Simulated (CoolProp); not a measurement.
A single-stage vapour-compression cycle with the fluid: evaporating at 254.15 K (dew point), condensing at 291.15 K (bubble point), superheat 10 K, subcooling 5 K, compressor efficiency 0.7, no pressure losses. The same conditions are run with several fluids, on thermodynamics alone (safety and materials aside).

Model: reference Helmholtz-energy equation of state of each fluid (R236FA: Pan 2012; trans-2-butene: Lemmon 2005; R1224YDZ: Akasaka 2023; R141b: Lemmon 2006; R152A: Outcalt 1996; R22: Kamei 1995), in CoolProp.

```
fluid           cooling COP  pressure ratio  discharge temperature (K)  refrigerating effect (kJ/kg)  volumetric capacity (kJ/m³)
--------------  -----------  --------------  -------------------------  ----------------------------  ---------------------------
R236FA                 4.27            4.65                      307.7                           137                          448
trans-2-butene         4.38               ?                          ?                           367                          424
R1224YDZ               4.36            5.15                          ?                           157                          239
R141b                  4.41            5.50                      330.7                           217                          127
R152A                  4.28            3.83                      333.5                           281                         1110
R22                    4.19            3.37                      339.5                           189                            ?
```

Q: What belongs in the gaps?

A: 
- trans-2-butene, pressure ratio: 4.21
- trans-2-butene, discharge temperature (K): 321.3
- R1224YDZ, discharge temperature (K): 315.1
- R22, volumetric capacity (kJ/m³): 2010
